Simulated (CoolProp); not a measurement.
C2F6 (R116) at 291.71 K and 7.38 MPa flows at 0.15 m/s in a round tube of 6 mm bore and 1.5 µm roughness, fully developed (64/Re and Nu = 3.66 if laminar; Colebrook and Gnielinski if turbulent). Each further row changes one setting.

Values from CoolProp's reference Helmholtz-energy equation of state, Lemmon 2006. It is a short technical equation, of lower accuracy than the large ones.

```json
[
 {"case": "as stated", "Reynolds number": "9220", "Darcy friction factor": "0.0319", "pressure drop (Pa/m)": "68.5", "heat-transfer coefficient (W/(m² K))": "…", "mass flow (kg/h)": "17.5"},
 {"case": "velocity 0.3 m/s", "Reynolds number": "18400", "Darcy friction factor": "…", "pressure drop (Pa/m)": "231", "heat-transfer coefficient (W/(m² K))": "759", "mass flow (kg/h)": "…"},
 {"case": "diameter 12 mm", "Reynolds number": "18400", "Darcy friction factor": "0.0267", "pressure drop (Pa/m)": "…", "heat-transfer coefficient (W/(m² K))": "377", "mass flow (kg/h)": "69.9"}
]
```

Q: Complete the blanks.

A: 
- as stated, heat-transfer coefficient (W/(m² K)): 408
- velocity 0.3 m/s, Darcy friction factor: 0.0269
- velocity 0.3 m/s, mass flow (kg/h): 34.9
- diameter 12 mm, pressure drop (Pa/m): 28.6

Viscosity comes from a separate model (Huber 2003), an estimate that may be off by 10 % or more. Thermal conductivity comes from a separate model (Huber 2003), an estimate that may be off by 10 % or more.
